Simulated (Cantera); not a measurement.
Input: 1 mol CaCO3, 8.7 mol CO2, 0.78 mol H2O, at 798 K.

Method: chemical equilibrium by Gibbs-energy minimisation in Cantera with the NASA 1993 tables (ideal gas, pure condensed phases). Candidate condensed phases: C, C6H6, C7H8, C8H18, Ca, CaCO3, CaO, Ca(OH)2, H2O; 115 gas species. Equilibrium is a limit: real reactors are often held back by kinetics, nucleation or transport.

### Question
Which condensed phases are stable at each of these points (P (Pa)): 10, 100, 1000, 10000, 100000, 1000000?

### Answer
| P (Pa) | condensed phases | Ca condensed (%) |
|---|---|---|
| 10 | CaO(s) | 100.0 |
| 100 | CaCO3(calcite) | 100.0 |
| 1000 | CaCO3(calcite) | 100.0 |
| 10000 | CaCO3(calcite) | 100.0 |
| 100000 | CaCO3(calcite) | 100.0 |
| 1000000 | CaCO3(calcite) | 100.0 |

At 10.0 Pa the condensed part is CaO(s). From 1.00 mbar to 10.0 bar the condensed part is CaCO3(calcite).
